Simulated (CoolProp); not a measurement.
Vapour-liquid equilibrium of n-octane (1) + p-xylene (2) at 199.35 °C; x and y are mole fractions of (1).

Computed with CoolProp (multi-fluid Helmholtz-energy mixture model, Beckmüller 2019 and Zhou 2012; pair parameters Bell 2016).

Task: Give the bubble pressure and the first vapour's composition at x = 0.05, 0.25, 0.85. Is there an azeotrope?

Result: x = 0.05: 0.4197 MPa, y = 0.073; x = 0.25: 0.4592 MPa, y = 0.313; x = 0.85: 0.5326 MPa, y = 0.867. No azeotrope shows between x = 0.05 and 0.95.

The pair parameters rest on a limited set of measurements; away from them the model extrapolates.
